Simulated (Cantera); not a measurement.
A perfectly stirred reactor is fed with NH3 : N2 = 1 : 28 (molar parts), at 1.01 bar; it is held at 1875 K, and followed from long to short residence time.

Computed with Cantera and the gas-phase N/H chemistry of the illustrative SiF4/NH3 mechanism in the Surface Chemkin manual (1991). Walls and surfaces, which speed up NH3 decomposition in real reactors, are not modelled.

Q: What does this change do: pressure from 1.01 bar to 0.370 bar?

A: 
| quantity | before | after |
|---|---|---|
| x(NH3) at τ = 10.0 s | 0.00101 | 0.00160 |
| x(N2H4) at τ = 10.0 s | 4.85e-11 | 4.66e-11 |
| x(N2H2) at τ = 10.0 s | 1.11e-9 | 2.95e-9 |
| x(H2) at τ = 10.0 s | 0.0485 | 0.0476 |
| x(N2) at τ = 10.0 s | 0.950 | 0.951 |
| x(NH3) at τ = 17.0 ms | 0.0311 | 0.0328 |
| x(N2H4) at τ = 17.0 ms | 1.25e-8 | 7.08e-9 |
| x(N2H2) at τ = 17.0 ms | 9.32e-8 | 1.22e-7 |
| x(H2) at τ = 17.0 ms | 0.00487 | 0.00230 |
| x(N2) at τ = 17.0 ms | 0.964 | 0.965 |

Q: What does this change do: pressure from 1.01 bar to 0.0190 bar?

A: 
```csv
quantity,before,after
x(NH3) at τ = 10.0 s,0.00101,0.00903
x(N2H4) at τ = 10.0 s,4.85e-11,5.14e-11
x(N2H2) at τ = 10.0 s,1.11e-9,4.96e-8
x(H2) at τ = 10.0 s,0.0485,0.0368
x(N2) at τ = 10.0 s,0.950,0.954
x(NH3) at τ = 17.0 ms,0.0311,0.0344
x(N2H4) at τ = 17.0 ms,1.25e-8,7.62e-11
x(N2H2) at τ = 17.0 ms,9.32e-8,1.65e-8
x(H2) at τ = 17.0 ms,0.00487,4.24e-5
x(N2) at τ = 17.0 ms,0.964,0.965
```

Q: What does this change do: NH3 1 to 0.4 parts?

A: 
```json
[
 {"quantity": "x(NH3) at τ = 10.0 s", "before": "0.00101", "after": "0.000357"},
 {"quantity": "x(N2H4) at τ = 10.0 s", "before": "4.85e-11", "after": "1.26e-11"},
 {"quantity": "x(N2H2) at τ = 10.0 s", "before": "1.11e-9", "after": "4.01e-10"},
 {"quantity": "x(H2) at τ = 10.0 s", "before": "0.0485", "after": "0.0203"},
 {"quantity": "x(N2) at τ = 10.0 s", "before": "0.950", "after": "0.979"},
 {"quantity": "x(NH3) at τ = 17.0 ms", "before": "0.0311", "after": "0.0126"},
 {"quantity": "x(N2H4) at τ = 17.0 ms", "before": "1.25e-8", "after": "4.69e-9"},
 {"quantity": "x(N2H2) at τ = 17.0 ms", "before": "9.32e-8", "after": "4.01e-8"},
 {"quantity": "x(H2) at τ = 17.0 ms", "before": "0.00487", "after": "0.00216"},
 {"quantity": "x(N2) at τ = 17.0 ms", "before": "0.964", "after": "0.985"}
]
```
